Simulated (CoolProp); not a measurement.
Vapour-liquid equilibrium of ammonia (1) + benzene (2) at 11.65 °C; x and y are mole fractions of (1).

The numbers come from the multi-fluid Helmholtz-energy mixture model, Gao 2020 and Thol 2012; pair parameters Bell 2016 in CoolProp.

### Question
Give the bubble pressure and the first vapour's composition at x = 0.35, 0.45, 0.55. Is there an azeotrope?

### Answer
x = 0.35: 471.4 kPa, y = 0.987; x = 0.45: 505.9 kPa, y = 0.988; x = 0.55: 521.5 kPa, y = 0.989. No azeotrope shows between x = 0.05 and 0.95.

Pair parameters are fitted to limited data, so mixtures are less certain than the pure fluids. With so large a gap from Raoult's law the liquid may split in two, which this calculation doesn't test in full.
